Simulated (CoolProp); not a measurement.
R1234yf along the isobar 3800 kPa: Z from the reference equation and from simpler models built on Tc = 94.7 °C, pc = 3384 kPa, ω = 0.276; each cubic takes its own stable root.

Model: reference Helmholtz-energy equation of state, Lemmon 2022, in CoolProp.

```json
[
 {"T (°C)": "-22.35", "phase": "liquid", "reference": "0.1656", "van der Waals": "0.2749", "Redlich-Kwong": "0.1913", "Soave-Redlich-Kwong": "[?]", "Peng-Robinson": "0.1634"},
 {"T (°C)": "-12.65", "phase": "liquid", "reference": "0.1629", "van der Waals": "0.2697", "Redlich-Kwong": "0.1887", "Soave-Redlich-Kwong": "0.1817", "Peng-Robinson": "0.1608"},
 {"T (°C)": "-2.95", "phase": "liquid", "reference": "0.1607", "van der Waals": "0.2653", "Redlich-Kwong": "0.1867", "Soave-Redlich-Kwong": "0.1795", "Peng-Robinson": "0.1588"},
 {"T (°C)": "6.75", "phase": "liquid", "reference": "0.1590", "van der Waals": "0.2617", "Redlich-Kwong": "0.1855", "Soave-Redlich-Kwong": "0.1780", "Peng-Robinson": "0.1575"},
 {"T (°C)": "16.55", "phase": "liquid", "reference": "0.1577", "van der Waals": "0.2589", "Redlich-Kwong": "0.1849", "Soave-Redlich-Kwong": "0.1773", "Peng-Robinson": "[?]"},
 {"T (°C)": "26.25", "phase": "liquid", "reference": "0.1570", "van der Waals": "0.2570", "Redlich-Kwong": "0.1852", "Soave-Redlich-Kwong": "0.1773", "Peng-Robinson": "[?]"},
 {"T (°C)": "35.95", "phase": "liquid", "reference": "0.1569", "van der Waals": "0.2561", "Redlich-Kwong": "0.1863", "Soave-Redlich-Kwong": "0.1784", "Peng-Robinson": "0.1577"},
 {"T (°C)": "45.65", "phase": "liquid", "reference": "0.1575", "van der Waals": "0.2562", "Redlich-Kwong": "0.1886", "Soave-Redlich-Kwong": "0.1806", "Peng-Robinson": "0.1598"},
 {"T (°C)": "55.45", "phase": "liquid", "reference": "0.1591", "van der Waals": "0.2578", "Redlich-Kwong": "0.1924", "Soave-Redlich-Kwong": "0.1844", "Peng-Robinson": "0.1633"},
 {"T (°C)": "65.15", "phase": "liquid", "reference": "0.1619", "van der Waals": "0.2612", "Redlich-Kwong": "0.1981", "Soave-Redlich-Kwong": "[?]", "Peng-Robinson": "[?]"},
 {"T (°C)": "74.85", "phase": "liquid", "reference": "0.1669", "van der Waals": "0.2673", "Redlich-Kwong": "0.2071", "Soave-Redlich-Kwong": "0.1998", "Peng-Robinson": "[?]"},
 {"T (°C)": "84.55", "phase": "liquid", "reference": "[?]", "van der Waals": "0.2779", "Redlich-Kwong": "0.2219", "Soave-Redlich-Kwong": "0.2160", "Peng-Robinson": "0.1933"}
]
```

**Question.** What belongs in the gaps?

**Answer.** 
- -22.35, Soave-Redlich-Kwong: 0.1845
- 16.55, Peng-Robinson: 0.1567
- 26.25, Peng-Robinson: 0.1568
- 65.15, Soave-Redlich-Kwong: 0.1903
- 65.15, Peng-Robinson: 0.1689
- 74.85, Peng-Robinson: 0.1778
- 84.55, reference: 0.1758
